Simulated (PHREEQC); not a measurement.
Solution (25 °C): 0.00012 mol LiF and 0.23 mol CdSO4 per kg of water. Closed to the air; pH follows from the charge balance.

All values are PHREEQC results (ion-association model, phreeqc.dat), not measurements.

Each row changes one thing in this solution. Precipitation was switched off in this run.

```csv
case,pH,ionic strength (mol/kgw),Cd+2 (mol/kgw),CdSO4 (mol/kgw),SO4-2 (mol/kgw),Cd(SO4)2-2 (mol/kgw)
as made,5.77,0.390,0.0975,0.0879,0.0530,0.0445
CdSO4 from 0.23 to 0.345 mol/kgw,?,0.554,0.139,0.134,0.0655,0.0730
LiF from 0.00012 to 0.0006 mol/kgw,?,0.391,0.0974,0.0879,0.0530,0.0445
temperature from 25 to 50 °C,?,0.386,0.0963,0.0919,0.0546,0.0418
```

Fill in the missing entries.


- CdSO4 from 0.23 to 0.345 mol/kgw, pH: 5.66
- LiF from 0.00012 to 0.0006 mol/kgw, pH: 5.80
- temperature from 25 to 50 °C, pH: 5.53

At this temperature some constants are extrapolated from 25 °C, and those without enthalpy data are left unchanged.
